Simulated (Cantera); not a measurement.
A perfectly stirred reactor is fed with C₃H₈ : H₂ = 1 : 30 (molar parts), at 0.00570 bar; it is held at 1550 K, and followed from long to short residence time.

Computed with Cantera and GRI-Mech 3.0 (53 species, 325 reactions). GRI-Mech 3.0 was tuned for natural gas; its chemistry of propane as a main component is partial and can be far from experiment. GRI-Mech 3.0 stops at C3 and has no aromatics, soot or wall deposition, so with more carbon than oxygen in the feed, carbon stays in small species such as C2H2 where larger ones or solid carbon would form. Radical loss at walls, strong at low pressure, is not modelled.

What does this change do: H2 30 to 3.6 parts?


```json
[
 {"quantity": "x(C₃H₈) at τ = 0.310 s", "before": "7.42e-5", "after": "0.000418"},
 {"quantity": "x(H₂) at τ = 0.310 s", "before": "0.938", "after": "0.728"},
 {"quantity": "x(CH₄) at τ = 0.310 s", "before": "0.0301", "after": "0.100"},
 {"quantity": "x(CH₂) at τ = 0.310 s", "before": "7.47e-7", "after": "1.72e-6"},
 {"quantity": "x(C₂H₂) at τ = 0.310 s", "before": "0.0285", "after": "0.158"},
 {"quantity": "x(C₃H₈) at τ = 6.90 ms", "before": "0.00219", "after": "0.0133"},
 {"quantity": "x(H₂) at τ = 6.90 ms", "before": "0.936", "after": "0.670"},
 {"quantity": "x(CH₄) at τ = 6.90 ms", "before": "0.0317", "after": "0.150"},
 {"quantity": "x(CH₂) at τ = 6.90 ms", "before": "2.29e-6", "after": "6.95e-6"},
 {"quantity": "x(C₂H₂) at τ = 6.90 ms", "before": "0.0110", "after": "0.0643"}
]
```

What does this change do: pressure from 0.00570 bar to 1.01 bar?


| quantity | before | after |
|---|---|---|
| x(C₃H₈) at τ = 0.310 s | 7.42e-5 | 8.02e-6 |
| x(H₂) at τ = 0.310 s | 0.938 | 0.932 |
| x(CH₄) at τ = 0.310 s | 0.0301 | 0.0432 |
| x(CH₂) at τ = 0.310 s | 7.47e-7 | 1.65e-9 |
| x(C₂H₂) at τ = 0.310 s | 0.0285 | 0.0208 |
| x(C₃H₈) at τ = 6.90 ms | 0.00219 | 0.000177 |
| x(H₂) at τ = 6.90 ms | 0.936 | 0.936 |
| x(CH₄) at τ = 6.90 ms | 0.0317 | 0.0350 |
| x(CH₂) at τ = 6.90 ms | 2.29e-6 | 1.31e-8 |
| x(C₂H₂) at τ = 6.90 ms | 0.0110 | 0.0205 |
